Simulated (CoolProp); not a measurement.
Vapour-liquid equilibrium of benzene (1) + toluene (2) at 231 kPa; x and y are mole fractions of (1).

Computed with CoolProp (multi-fluid Helmholtz-energy mixture model, Thol 2012 and Lemmon 2006; pair parameters Bell 2016).

| x | bubble temperature (K) | y at the bubble point | dew temperature at overall composition x (K) | liquid density (mol/L) |
|---|---|---|---|---|
| 0.05 | 413.3 | 0.096 | 414.4 | 8.178 |
| 0.2 | 407.0 | 0.340 | 410.7 | 8.445 |
| 0.35 | 401.3 | 0.531 | 406.7 | 8.716 |
| 0.5 | 396.2 | 0.681 | 402.3 | 8.994 |
| 0.65 | 391.7 | 0.801 | 397.4 | 9.279 |
| 0.8 | 387.5 | 0.898 | 391.7 | 9.573 |
| 0.95 | 383.8 | 0.977 | 385.1 | 9.877 |

No azeotrope shows between x = 0.05 and 0.95.

The pair parameters rest on a limited set of measurements; away from them the model extrapolates.
